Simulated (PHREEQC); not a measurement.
1 kg of water holding 0.066 mol/kgw K2SO4, 0.41 mol/kgw KHCO3, 0.02 mol/kgw KCl and 0.049 mol/kgw K2CO3 is evaporated at 25 °C; the solids stay in contact with the brine. No CO2 enters from the air. Only these solids could form: Arcanite, Kalicinite, Misenite, Sylvite.

All values are PHREEQC results (Pitzer model, pitzer.dat), not measurements.

Task: Predict ionic strength, Cl in solution (mol/kgw) at water left (kg) = 0.04334, 0.02928.

Result: 
```tsv
water left (kg)	ionic strength	Cl in solution (mol/kgw)
0.04334	6.74	0.462
0.02928	8.10	0.683
```

Species that the database lacks are ignored.
